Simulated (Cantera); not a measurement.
A perfectly stirred reactor is fed with CH₃OH : O₂ : N₂ : CH₄ = 0.0062 : 0.0061 : 1 : 0.082 (molar parts), equivalence ratio 28, at 1.48 atm; it is held at 1275 K, and followed from long to short residence time.

Model: GRI-Mech 3.0 (53 species, 325 reactions), integrated in Cantera. GRI-Mech 3.0 stops at C3 and has no aromatics, soot or wall deposition, so with more carbon than oxygen in the feed, carbon stays in small species such as C2H2 where larger ones or solid carbon would form.

Q: Predict: x(CH₃OH) at τ = 12.0 s; x(O₂) at τ = 12.0 s; x(H₂O) at τ = 12.0 s; x(CH₃OH) at τ = 0.100 s; x(O₂) at τ = 0.100 s; x(H₂O) at τ = 0.100 s; x(OH) at τ = 0.100 s.

A: 
| Property | Value |
|---|---|
| x(CH₃OH) at τ = 12.0 s | 4.20e-5 |
| x(O₂) at τ = 12.0 s | 0.000551 |
| x(H₂O) at τ = 12.0 s | 0.00577 |
| x(CH₃OH) at τ = 0.100 s | 0.00172 |
| x(O₂) at τ = 0.100 s | 0.00304 |
| x(H₂O) at τ = 0.100 s | 0.00322 |
| x(OH) at τ = 0.100 s | 9.31e-9 |
